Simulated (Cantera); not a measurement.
Charge: 1 mol PbCl2, 1.1 mol HCl, 20 mol H2, held at 1.50 mbar.

Equilibrium computed with Cantera from the NASA thermochemical tables; the gas is ideal and each condensed phase is pure. Candidate condensed phases: Pb, PbCl2; 10 gas species. Kinetics and transport are ignored. All values below are at 1323 K.

Base state: H2 0.829, HCl 0.127, Pb 0.0361, PbCl 0.00720, PbCl2 0.000177, H 3.73e-5 (mole fractions); condensed: gas only.

Problem. What changes in the equilibrium state with this change: pressure from 1.50 mbar to 0.330 Pa?

Solution. 
```
species    before     after
-------  --------  --------
H2          0.829     0.822
HCl         0.127     0.134
Pb         0.0361    0.0429
PbCl      0.00720  0.000423
PbCl2    0.000177   5.17e-7
Cl        4.79e-6  0.000108
```
